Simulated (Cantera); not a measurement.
# Moist CO burnout

An isothermal, constant-pressure homogeneous reactor starts with 0.171 % CO, 0.919 % O₂, 4.17 % H₂O, 94.7 % N₂, at 1400 K and 13000 Pa.

Computed with Cantera and GRI-Mech 3.0 (53 species, 325 reactions).

```
t (s)         x CO     x O₂   x H₂O     x CO₂       x O     x NO       x H
--------  --------  -------  ------  --------  --------  -------  --------
3.00e-5    0.00171  0.00919  0.0417  4.58e-11  4.35e-11   <1e-12    <1e-12
8.22e-5    0.00171  0.00919  0.0417  1.28e-10  1.12e-10   <1e-12  4.00e-12
0.000225   0.00171  0.00919  0.0417  3.76e-10  2.61e-10   <1e-12  2.48e-11
0.000616   0.00171  0.00919  0.0417   1.28e-9  5.44e-10   <1e-12  1.35e-10
0.00169    0.00171  0.00919  0.0417   6.52e-9   1.35e-9   <1e-12  6.90e-10
0.00462    0.00171  0.00919  0.0417   7.56e-8   8.54e-9   <1e-12   5.84e-9
0.0127     0.00170  0.00919  0.0417   7.79e-6   7.33e-7   <1e-12   5.10e-7
0.0346    0.000242  0.00854  0.0409   0.00146  0.000192  1.22e-8  0.000224
0.0949     1.81e-5  0.00835  0.0414   0.00169   7.34e-5  5.83e-8   5.44e-5
0.260      3.79e-6  0.00833  0.0416   0.00170   1.53e-5  7.47e-8   5.21e-6
0.711      7.43e-7  0.00833  0.0417   0.00171   3.14e-6  8.09e-8   4.83e-7
1.95       1.85e-7  0.00834  0.0417   0.00171   8.24e-7  8.33e-8   6.49e-8
5.33       6.97e-8  0.00834  0.0417   0.00171   3.23e-7  8.43e-8   1.60e-8
14.6       5.16e-8  0.00834  0.0417   0.00171   2.43e-7  8.54e-8   1.04e-8
40.0       5.12e-8  0.00834  0.0417   0.00171   2.41e-7  8.81e-8   1.03e-8
```
x: mole fraction; the columns are a selection and need not sum to one.

Equilibrium at this temperature and pressure: CO 5.14e-8, O₂ 0.00826, H₂O 0.0417, CO₂ 0.00171, O 2.40e-7, NO 0.000158, H 1.03e-8 (gas phase only).
